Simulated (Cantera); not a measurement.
A freely propagating, adiabatic, planar premixed flame of 7.78 % CH₄, 1.79 % C₂H₆, 15.6 % O₂, 74.9 % N₂, equivalence ratio 1.4, unburnt at 325 K and 480 Torr; unity-Lewis-number transport, grid criteria slope 0.08 and curve 0.16, no radiation.

Detailed kinetics in Cantera: GRI-Mech 3.0 (53 species, 325 reactions). Unity Lewis numbers drop preferential diffusion, which matters most where H2 and H carry the flame. Burning velocities carry a grid error of a few per cent, more on coarse grids.

Predict: laminar burning velocity; thermal thickness; peak x(CH₂CO); peak x(C₂H₄); peak x(HO₂).


* **laminar burning velocity**: 8.58 cm/s
* **thermal thickness**: 2.40 mm
* **peak x(CH₂CO)**: 0.000325
* **peak x(C₂H₄)**: 0.00274
* **peak x(HO₂)**: 6.24e-5
